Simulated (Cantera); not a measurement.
A closed system holds: 1 mol Si, 0.0044 mol O2, 7.2 mol H2, at 1.30 bar.

Cantera equilibrium calculation (NASA polynomials, part measured and part estimated; ideal gas, pure solids and liquids). Candidate condensed phases: H2O, Si, SiO2; 18 gas species. Mutual solubility and eutectic melting of coexisting phases are not modelled. The tables hold silica as quartz up to 1696 K and as liquid above; real silica turns to tridymite and cristobalite and melts near 1996 K. Gases not in the tables: Si2H6 and higher silanes. Rates play no part.

### Question
Which condensed phases are stable at each of these points (T (K)): 1125, 1175, 1225, 1275, 1325, 1375, 1425, 1475, 1525, 1575, 1625, 1675?

### Answer
| T (K) | condensed phases | Si condensed (%) |
|---|---|---|
| 1125 | Si(s) + SiO2(β-quartz) | 100.0 |
| 1175 | Si(s) + SiO2(β-quartz) | 100.0 |
| 1225 | Si(s) + SiO2(β-quartz) | 100.0 |
| 1275 | Si(s) + SiO2(β-quartz) | 100.0 |
| 1325 | Si(s) + SiO2(β-quartz) | 100.0 |
| 1375 | Si(s) + SiO2(β-quartz) | 100.0 |
| 1425 | Si(s) + SiO2(β-quartz) | 99.9 |
| 1475 | Si(s) + SiO2(β-quartz) | 99.8 |
| 1525 | Si(s) + SiO2(β-quartz) | 99.5 |
| 1575 | Si(s) | 99.1 |
| 1625 | Si(s) | 99.1 |
| 1675 | Si(s) | 99.1 |

From 1125 K to 1525 K the condensed part is Si(s) + SiO2(β-quartz). From 1575 K to 1675 K the condensed part is Si(s).
